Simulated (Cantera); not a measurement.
Thermodynamics of carbon deposition, reforming and gasification, feed CH4 + CO2 + H2

Charge: 1 mol CH4, 4.7 mol CO2, 3.6 mol H2, at 1.33 mbar.

These are equilibrium values from Cantera (NASA tables, ideal gas, pure condensed phases), not measurements of a reactor. Candidate condensed phases: C, C6H6, C7H8, C8H18, H2O; 110 gas species. The numbers say what is thermodynamically allowed, not how fast it happens.

At 650 K the condensed part is C(graphite). From 850 K to 2650 K nothing is condensed. The main C-bearing gas is CO2 at 650 K and CO at 2650 K.

```tsv
T (K)	x H2	x CO	x H	x CO2	x H2O	x O	x OH	x O2	n C(graphite)
650	0.425	0.0831	<1e-12	0.366	0.120	<1e-12	<1e-12	<1e-12	1.12
850	0.393	0.280	3.52e-10	0.224	0.103	<1e-12	<1e-12	<1e-12	0
1050	0.342	0.330	1.30e-7	0.174	0.153	<1e-12	1.86e-10	<1e-12	0
1250	0.309	0.364	7.36e-6	0.141	0.187	1.08e-12	4.59e-8	<1e-12	0
1450	0.286	0.386	0.000139	0.118	0.209	1.04e-9	2.43e-6	3.58e-10	0
1650	0.271	0.401	0.00129	0.103	0.224	1.89e-7	4.84e-5	7.08e-8	0
1850	0.257	0.410	0.00747	0.0926	0.233	1.11e-5	0.000501	4.44e-6	0
2050	0.237	0.411	0.0303	0.0848	0.233	0.000299	0.00325	0.000126	0
2250	0.203	0.399	0.0917	0.0756	0.210	0.00442	0.0142	0.00192	0
2450	0.155	0.368	0.217	0.0508	0.130	0.0329	0.0355	0.0113	0
2650	0.0895	0.321	0.384	0.0188	0.0346	0.0998	0.0362	0.0157	0
```
x: gas mole fraction; n: condensed amount in mol.
